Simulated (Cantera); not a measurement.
Feed: 1 mol SiO2, 2.9 mol Cl2, 0.44 mol N2, held at 1500 K and 1.00 bar.

Method: chemical equilibrium by Gibbs-energy minimisation in Cantera with the NASA 1993 tables (ideal gas, pure condensed phases). Candidate condensed phases: Si, SiO2, Si2N2O, Si3N4; 23 gas species. The tables hold silica as quartz up to 1696 K and as liquid above; real silica turns to tridymite and cristobalite and melts near 1996 K. The numbers say what is thermodynamically allowed, not how fast it happens.

Problem. What is the equilibrium state?

Solution. 
```
Property                              Value
--------------------------------  ---------
x(Cl2)                                0.817
x(N2)                                 0.128
x(Cl)                                0.0528
x(SiCl4)                           0.000705
x(O2)                              0.000675
x(ClO)                              3.37e-5
x(NO)                               2.80e-5
n(SiO2(β-quartz))                 0.998 mol
gas amount                        3.431 mol
log10 activity of Si(s) (absent)     -19.24
```
